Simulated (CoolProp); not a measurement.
Vapour pressure (MPa) of fluoroethane (R161): the reference equation beside estimates from Tc = 375.2 K, pc = 5.010 MPa, ω = 0.216. Clausius-Clapeyron is anchored at 240.2 K with a constant enthalpy of vaporisation of 20.18 kJ/mol.

Values from CoolProp's reference Helmholtz-energy equation of state, Wu 2012.

```tsv
T (K)	reference	Clausius-Clapeyron	Redlich-Kwong	Soave-Redlich-Kwong
240.2	0.1246	0.1246	0.1962	0.1234
244.1	0.1475	0.1464	0.2284	0.1463
247.9	0.1728	0.1706	0.2635	0.1717
251.8	0.2021	0.1985	0.3034	0.2012
255.6	0.2343	0.2291	0.3464	0.2335
259.5	0.2712	0.2642	0.3950	0.2708
263.3	0.3114	0.3024	0.4469	0.3113
267.2	0.3572	0.3459	0.5052	0.3576
271	0.4066	0.3929	0.5670	0.4076
274.9	0.4625	0.4461	0.6358	0.4642
278.7	0.5224	0.5032	0.7084	0.5249
282.6	0.5898	0.5674	0.7887	0.5932
286.4	0.6614	0.6359	0.8730	0.6660
```

Absolute difference from the reference over all 13 rows, mean and median: Clausius-Clapeyron 2.5 and 2.9 %, Redlich-Kwong 44.0 and 43.5 %, Soave-Redlich-Kwong 0.5 and 0.4 %.
